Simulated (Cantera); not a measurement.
**N2O furnace oxynitridation**

A perfectly stirred reactor is fed with N₂O : O₂ : H₂O = 1 : 1.5 : 0.0074 (molar parts), at 170000 Pa; it is held at 1200 K, and followed from long to short residence time.

Model: GRI-Mech 3.0 (53 species, 325 reactions), integrated in Cantera. GRI-Mech 3.0 was tuned for natural gas; its chemistry of N2O as a main component is partial and can be far from experiment. The mechanism lacks the step 2 NO + O2 → 2 NO2, which can matter for NO2 below about 1400 K. The temperature is held fixed by assumption; the heat of reaction is taken as removed at once.

| τ (s) | x N₂O | x O₂ | x NO₂ | x NO | x O | x N₂ |
|---|---|---|---|---|---|---|
| 3.0 | 0.113 | 0.639 | 0.000321 | 0.0143 | 7.18e-7 | 0.231 |
| 0.98 | 0.206 | 0.624 | 0.000294 | 0.0120 | 1.02e-6 | 0.154 |
| 0.33 | 0.296 | 0.612 | 0.000214 | 0.00731 | 1.28e-6 | 0.0817 |
| 0.11 | 0.355 | 0.604 | 0.000136 | 0.00330 | 1.46e-6 | 0.0345 |
| 0.036 | 0.383 | 0.600 | 7.95e-5 | 0.00121 | 1.56e-6 | 0.0125 |
| 0.012 | 0.393 | 0.599 | 3.80e-5 | 0.000420 | 1.62e-6 | 0.00432 |
| 0.0040 | 0.397 | 0.598 | 1.20e-5 | 0.000145 | 1.64e-6 | 0.00146 |
| 0.0013 | 0.398 | 0.598 | 1.91e-6 | 4.94e-5 | 1.65e-6 | 0.000472 |
| 0.00044 | 0.399 | 0.598 | 1.33e-7 | 1.71e-5 | 1.63e-6 | 0.000158 |
x: mole fraction; the columns are a selection and need not sum to one.
